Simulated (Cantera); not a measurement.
A closed system holds: 1 mol SiCl4, 4.6 mol HCl, 0.4 mol H2, held at 1250 K and 1600000 Pa.

These are equilibrium values from Cantera (NASA tables, ideal gas, pure condensed phases), not measurements of a reactor. Candidate condensed phases: Si; 19 gas species. The tables' values for SiCl3 are old estimates; treat these amounts as uncertain. Rates play no part.

Base state: HCl 0.767, SiCl4 0.166, H2 0.0661, SiHCl3 0.000509, SiCl3 0.000112 (mole fractions); condensed: gas only.

Problem. What changes in the equilibrium state with this change: temperature from 1250 K to 1598.15 K?

Solution. 
```csv
species,before,after
HCl,0.767,0.771
SiCl4,0.166,0.160
H2,0.0661,0.0625
SiCl3,0.000112,0.00381
SiCl2,5.36e-7,0.000224
Cl,3.08e-7,3.25e-5
SiHCl3,0.000509,0.00187
```

Problem. What changes in the equilibrium state with this change: temperature from 1250 K to 1473.15 K?

Solution. 
```csv
species,before,after
HCl,0.767,0.769
SiCl4,0.166,0.164
H2,0.0661,0.0646
SiCl2,5.36e-7,3.71e-5
SiCl3,0.000112,0.00133
SiHCl3,0.000509,0.00129
```

Problem. What changes in the equilibrium state with this change: HCl from 4.6 to 2 mol?

Solution. 
```
species    before     after
-------  --------  --------
HCl         0.767     0.591
SiCl4       0.166     0.292
H2         0.0661     0.115
SiHCl3   0.000509   0.00203
SiCl3    0.000112  0.000336
```
